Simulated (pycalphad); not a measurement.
CALPHAD calculation (pycalphad, COST 507 light-alloy database (1999)), 1 atm. The data set is of 1999 and partly superseded. Amounts are mole fractions of atoms.

Q: Give the equilibrium state of Al-10.91Mn-0.21Si (at.%) at 777 °C.

A: LIQUID, fraction 0.572, with 4.1 Mn, 0.37 Si at.%; AL4MN, fraction 0.428, with 20.0 Mn, no Si at.%.

Q: Give the equilibrium state of Al-10.91Mn-0.21Si (at.%) at 727 °C.

A: 
```
T = 1000.00 K, P = 101325 Pa, N = 1 mol of atoms
G = -50686 J/mol, H = 15786 J/mol, S = 66.47 J/(mol K)  (SER reference)
chemical potentials (J/mol): Al -42964, Mn -113187, Si -71685
phase             fraction      x(Al)      x(Mn)      x(Si)
LIQUID              0.5263     0.9696     0.0269     0.0035
AL4MN               0.4674     0.8000     0.2000       none
ALMNSI_BETA         0.0063     0.7246     0.2308     0.0446
```

Database names, with the compositions (at.%) that they take in these runs: AL4MN: Al 80 Mn 20; ALMNSI_BETA: Al 72 Mn 23 Si 4. An entry "none" or "no" means that the model of the phase leaves that element out.
